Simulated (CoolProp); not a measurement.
Ethanol at 322.2 K and 0.212 MPa is throttled through a valve to 0.0385 MPa with no heat exchange. Each further row changes one setting.

The numbers come from the reference Helmholtz-energy equation of state, Schroeder 2014 in CoolProp.

```json
[
 {"case": "as stated", "temperature change (K)": "+0.1", "final phase": "liquid", "final density (kg/m³)": "764"},
 {"case": "outlet pressure 0.0115 MPa", "temperature change (K)": "-17.3", "final phase": "two-phase, vapour fraction 0.049", "final density (kg/m³)": "4.29"},
 {"case": "outlet pressure 0.0501 MPa", "temperature change (K)": "+0.0", "final phase": "liquid", "final density (kg/m³)": "764"}
]
```
